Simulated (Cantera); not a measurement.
Input: 1 mol Si, 1.3 mol HCl, 4.9 mol H2, equilibrated at 0.140 bar.

Cantera equilibrium calculation (NASA polynomials, part measured and part estimated; ideal gas, pure solids and liquids). Candidate condensed phases: Si; 19 gas species. Equilibrium is a limit: real reactors are often held back by kinetics, nucleation or transport.

Q: At 698 K, list the 5 most abundant gas species with their mole fractions, and the condensed phases.

A: H2 0.939, SiCl4 0.0403, SiHCl3 0.0198, SiH2Cl2 0.000639, HCl 0.000377. Condensed: Si(s).
